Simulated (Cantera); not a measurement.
An adiabatic, constant-volume homogeneous reactor starts with CH₄ : O₂ : N₂ : H₂O = 1 : 5.71 : 21.5 : 1.8 (molar parts), equivalence ratio 0.35, at 1775 K and 1.01 bar. Integrator tolerance rtol = 1e-08.

Model: GRI-Mech 3.0 (53 species, 325 reactions), integrated in Cantera.

Problem. What does this change do: CH4 1 to 1.5 parts?

Solution. 
```
quantity                                                              before                                    after
---------------------------------  -----------------------------------------  ---------------------------------------
time of steepest temperature rise                                   0.115 ms                                 0.117 ms
temperature at 2.00 s                                                 2472 K                                   2667 K
equilibrium temperature                                               2472 K                                   2667 K
x(CH₄) at 2.00 s                       <1e-12 (gas-phase equilibrium <1e-12)    <1e-12 (gas-phase equilibrium <1e-12)
x(O₂) at 2.00 s                          0.113 (gas-phase equilibrium 0.113)    0.0782 (gas-phase equilibrium 0.0782)
x(H₂O) at 2.00 s                         0.118 (gas-phase equilibrium 0.118)      0.138 (gas-phase equilibrium 0.138)
x(HCO) at 2.00 s                   3.79e-10 (gas-phase equilibrium 3.79e-10)  4.75e-9 (gas-phase equilibrium 4.75e-9)
x(CH₃) at 2.00 s                       <1e-12 (gas-phase equilibrium <1e-12)    <1e-12 (gas-phase equilibrium <1e-12)
x(C₂H₄) at 2.00 s                      <1e-12 (gas-phase equilibrium <1e-12)    <1e-12 (gas-phase equilibrium <1e-12)
x(CO₂) at 2.00 s                       0.0306 (gas-phase equilibrium 0.0306)    0.0388 (gas-phase equilibrium 0.0388)
```

Problem. What does this change do: pressure from 1.01 bar to 3.30 bar?

Solution. 
| quantity | before | after |
|---|---|---|
| time of steepest temperature rise | 0.115 ms | 40.3 µs |
| temperature at 2.00 s | 2472 K | 2504 K |
| equilibrium temperature | 2472 K | 2504 K |
| x(CH₄) at 2.00 s | <1e-12 (gas-phase equilibrium <1e-12) | <1e-12 (gas-phase equilibrium <1e-12) |
| x(O₂) at 2.00 s | 0.113 (gas-phase equilibrium 0.113) | 0.113 (gas-phase equilibrium 0.113) |
| x(H₂O) at 2.00 s | 0.118 (gas-phase equilibrium 0.118) | 0.120 (gas-phase equilibrium 0.120) |
| x(HCO) at 2.00 s | 3.79e-10 (gas-phase equilibrium 3.79e-10) | 4.11e-10 (gas-phase equilibrium 4.11e-10) |
| x(CH₃) at 2.00 s | <1e-12 (gas-phase equilibrium <1e-12) | <1e-12 (gas-phase equilibrium <1e-12) |
| x(C₂H₄) at 2.00 s | <1e-12 (gas-phase equilibrium <1e-12) | <1e-12 (gas-phase equilibrium <1e-12) |
| x(CO₂) at 2.00 s | 0.0306 (gas-phase equilibrium 0.0306) | 0.0315 (gas-phase equilibrium 0.0315) |
